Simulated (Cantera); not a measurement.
Charge: 1 mol NH3, 0.89 mol SO2, 0.44 mol O2, equilibrated at 0.133 bar.

Equilibrium computed with Cantera from the NASA thermochemical tables; the gas is ideal and each condensed phase is pure. Candidate condensed phases: H2O, H2SO4, S; 35 gas species. Kinetics and transport are ignored. All values below are at 2225 K.

Base state: H2O 0.398, SO2 0.238, N2 0.174, H2 0.117, SO 0.0486, S2 0.00768, H 0.00606, SH 0.00335 (mole fractions); condensed: gas only.

Question: What changes in the equilibrium state with this change: O2 from 0.44 to 10 mol?

Answer: 
```tsv
species	before	after
O2	0.000155	0.747
H2O	0.398	0.115
SO2	0.238	0.0725
H2	0.117	0.000486
SO	0.0486	0.000213
N2	0.174	0.0381
OH	0.00300	0.0134
S2	0.00768	<1e-9
H2S	0.00127	<1e-9
```

Question: What changes in the equilibrium state with this change: pressure from 0.133 bar to 0.0160 bar?

Answer: 
```tsv
species	before	after
H2O	0.398	0.369
SO2	0.238	0.236
N2	0.174	0.171
H2	0.117	0.130
H	0.00606	0.0185
SO	0.0486	0.0581
O	0.000108	0.000746
O2	0.000155	0.000890
H2S	0.00127	0.000245
S2O	0.000342	7.07e-5
```
